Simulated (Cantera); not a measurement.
Feed: 1 mol CH₃F, 0.019 mol F₂, 4 mol H₂, held at 100000 Pa.

These are equilibrium values from Cantera (NASA tables, ideal gas, pure condensed phases), not measurements of a reactor. Candidate condensed phases: C, C₆H₆, C₇H₈, C₈H₁₈; 110 gas species. Ions and electrons are included (thermal ionisation). The numbers say what is thermodynamically allowed, not how fast it happens. All values below are at 5000 K.

Base state: H 0.826, C 0.0699, F 0.0603, HF 0.0217, H₂ 0.0165, C₂ 0.00326, CF 0.00121, CH 0.000566 (mole fractions); condensed: gas only.

Task: What changes in the equilibrium state with this change: H₂ from 4 to 0.14 mol?

Result: 
| species | before | after |
|---|---|---|
| H | 0.826 | 0.606 |
| F | 0.0603 | 0.162 |
| C | 0.0699 | 0.152 |
| C₂ | 0.00326 | 0.0153 |
| HF | 0.0217 | 0.0428 |
| H₂ | 0.0165 | 0.00889 |
| C₄ | 6.71e-7 | 1.48e-5 |
| CF₂ | 8.56e-7 | 1.34e-5 |
| C₃ | 0.000371 | 0.00377 |
| CF | 0.00121 | 0.00702 |
